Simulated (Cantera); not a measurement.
An isothermal, constant-pressure homogeneous reactor starts with CH₄ : N₂ = 1 : 5 (molar parts), at 1800 K and 0.987 atm. Integrator tolerance rtol = 1e-08.

Computed with Cantera and GRI-Mech 3.0 (53 species, 325 reactions). GRI-Mech 3.0 stops at C3 and has no aromatics, soot or wall deposition, so with more carbon than oxygen in the feed, carbon stays in small species such as C2H2 where larger ones or solid carbon would form.

**Question.** What does this change do: temperature 1800 to 1325 K?

**Answer.** 
```json
[
 {"quantity": "x(CH₄) at 9.00 s", "before": "0.00149 (gas-phase equilibrium 0.000954)", "after": "0.144 (gas-phase equilibrium 0.0530)"},
 {"quantity": "x(CH₂) at 9.00 s", "before": "2.08e-8 (gas-phase equilibrium 1.32e-8)", "after": "2.00e-11 (gas-phase equilibrium 1.28e-11)"},
 {"quantity": "x(C₂H₄) at 9.00 s", "before": "0.000347 (gas-phase equilibrium 0.000140)", "after": "0.00110 (gas-phase equilibrium 0.00553)"},
 {"quantity": "x(HCN) at 9.00 s", "before": "3.47e-5 (gas-phase equilibrium 0.0850)", "after": "3.02e-12 (gas-phase equilibrium 0.0490)"},
 {"quantity": "x(C₂H₆) at 9.00 s", "before": "9.51e-8 (gas-phase equilibrium 3.86e-8)", "after": "0.000101 (gas-phase equilibrium 3.07e-5)"},
 {"quantity": "x(H) at 9.00 s", "before": "0.000166 (gas-phase equilibrium 0.000166)", "after": "9.39e-8 (gas-phase equilibrium 6.20e-7)"}
]
```

**Question.** What does this change do: pressure from 0.987 atm to 0.000109 atm?

**Answer.** 
```tsv
quantity	before	after
x(CH₄) at 9.00 s	0.00149 (gas-phase equilibrium 0.000954)	0.0457 (gas-phase equilibrium 9.93e-8)
x(CH₂) at 9.00 s	2.08e-8 (gas-phase equilibrium 1.32e-8)	4.95e-6 (gas-phase equilibrium 1.30e-8)
x(C₂H₄) at 9.00 s	0.000347 (gas-phase equilibrium 0.000140)	0.00136 (gas-phase equilibrium 1.49e-8)
x(HCN) at 9.00 s	3.47e-5 (gas-phase equilibrium 0.0850)	1.67e-6 (gas-phase equilibrium 0.0847)
x(C₂H₆) at 9.00 s	9.51e-8 (gas-phase equilibrium 3.86e-8)	2.79e-6 (gas-phase equilibrium <1e-12)
x(H) at 9.00 s	0.000166 (gas-phase equilibrium 0.000166)	0.000414 (gas-phase equilibrium 0.0156)
```
Radical loss at walls, strong at low pressure, is not modelled.

**Question.** What does this change do: temperature 1800 to 1498 K?

**Answer.** 
```
quantity                                              before                                      after
-----------------  -----------------------------------------  -----------------------------------------
x(CH₄) at 9.00 s    0.00149 (gas-phase equilibrium 0.000954)      0.0181 (gas-phase equilibrium 0.0129)
x(CH₂) at 9.00 s     2.08e-8 (gas-phase equilibrium 1.32e-8)  4.73e-10 (gas-phase equilibrium 3.28e-10)
x(C₂H₄) at 9.00 s  0.000347 (gas-phase equilibrium 0.000140)    0.00329 (gas-phase equilibrium 0.00165)
x(HCN) at 9.00 s      3.47e-5 (gas-phase equilibrium 0.0850)     1.40e-8 (gas-phase equilibrium 0.0702)
x(C₂H₆) at 9.00 s    9.51e-8 (gas-phase equilibrium 3.86e-8)    5.61e-6 (gas-phase equilibrium 2.85e-6)
x(H) at 9.00 s     0.000166 (gas-phase equilibrium 0.000166)    7.46e-6 (gas-phase equilibrium 7.67e-6)
```
